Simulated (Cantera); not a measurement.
Gas-phase reforming

An isothermal, constant-pressure homogeneous reactor starts with 67.1 % CH4, 32.9 % CO2, at 1525 K and 13.0 bar.

Computed with Cantera and GRI-Mech 3.0 (53 species, 325 reactions). GRI-Mech 3.0 stops at C3 and has no aromatics, soot or wall deposition, so with more carbon than oxygen in the feed, carbon stays in small species such as C2H2 where larger ones or solid carbon would form. The pressure lies above the range GRI-Mech 3.0 was tuned for (to about 10 atm).

| t (s) | x CH4 | x CO2 | x CH3 | x CH2 | x CO | x C2H4 |
|---|---|---|---|---|---|---|
| 0.000200 | 0.670 | 0.329 | 9.28e-5 | 5.15e-10 | 6.30e-6 | 8.94e-5 |
| 0.000462 | 0.667 | 0.329 | 0.000109 | 7.18e-10 | 1.94e-5 | 0.000374 |
| 0.00107 | 0.662 | 0.328 | 0.000130 | 1.02e-9 | 7.42e-5 | 0.00165 |
| 0.00247 | 0.646 | 0.326 | 0.000139 | 1.19e-9 | 0.000343 | 0.00583 |
| 0.00570 | 0.611 | 0.319 | 0.000126 | 1.05e-9 | 0.00165 | 0.0126 |
| 0.0132 | 0.543 | 0.301 | 0.000106 | 8.76e-10 | 0.00731 | 0.0181 |
| 0.0304 | 0.440 | 0.262 | 8.83e-5 | 8.84e-10 | 0.0278 | 0.0276 |
| 0.0702 | 0.325 | 0.187 | 7.76e-5 | 1.29e-9 | 0.0839 | 0.0430 |
| 0.162 | 0.248 | 0.0963 | 7.02e-5 | 1.88e-9 | 0.164 | 0.0492 |
| 0.375 | 0.230 | 0.0624 | 6.71e-5 | 1.84e-9 | 0.206 | 0.0476 |
| 0.866 | 0.234 | 0.0541 | 6.55e-5 | 1.41e-9 | 0.236 | 0.0416 |
| 2.00 | 0.237 | 0.0425 | 6.20e-5 | 9.88e-10 | 0.275 | 0.0330 |
x: mole fraction; the columns are a selection and need not sum to one.

Equilibrium at this temperature and pressure: CH4 0.176, CO2 3.07e-5, CH3 3.64e-5, CH2 3.17e-10, CO 0.389, C2H4 0.00705 (gas phase only).
